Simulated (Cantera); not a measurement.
Charge: 1 mol Cu2O, 0.56 mol H2, 10 mol H2O, held at 1 atm.

Method: chemical equilibrium by Gibbs-energy minimisation in Cantera with the NASA 1993 tables (ideal gas, pure condensed phases). Candidate condensed phases: Cu, CuO, Cu(OH)2, Cu2O, H2O; 12 gas species. Mutual solubility and eutectic melting of coexisting phases are not modelled. The numbers say what is thermodynamically allowed, not how fast it happens.

**Question.** Which condensed phases are stable at each of these points (T (°C)): 527, 627, 727, 827, 927, 1027, 1127, 1227?

**Answer.** 
```csv
T (°C),condensed phases,Cu condensed (%)
527,Cu(s) + Cu2O(s),100.0
627,Cu(s) + Cu2O(s),100.0
727,Cu(s) + Cu2O(s),100.0
827,Cu(s) + Cu2O(s),100.0
927,Cu(s) + Cu2O(s),100.0
1027,Cu(s) + Cu2O(s),100.0
1127,Cu(l) + Cu2O(s),100.0
1227,Cu(l) + Cu2O(s),100.0
```

From 527 °C to 1027 °C the condensed part is Cu(s) + Cu2O(s). From 1127 °C to 1227 °C the condensed part is Cu(l) + Cu2O(s).
